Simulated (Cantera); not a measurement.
Feed: 1 mol PbF2, 1.3 mol H2, held at 1252 °C and 10.0 mbar.

Cantera equilibrium calculation (NASA polynomials, part measured and part estimated; ideal gas, pure solids and liquids). Candidate condensed phases: Pb, PbF2; 16 gas species. Equilibrium is a limit: real reactors are often held back by kinetics, nucleation or transport.

Base state: HF 0.605, Pb 0.302, H2 0.0917, PbF 0.00140, PbF2 0.000102, H 7.17e-5, Pb2 1.43e-5 (mole fractions); condensed: gas only.

Question: What changes in the equilibrium state with this change: temperature from 1252 °C to 1600 °C?

Answer: 
```csv
species,before,after
HF,0.605,0.604
Pb,0.302,0.302
H2,0.0917,0.0906
H,7.17e-5,0.00195
PbF2,0.000102,3.27e-5
Pb2,1.43e-5,5.74e-6
PbF,0.00140,0.00137
```
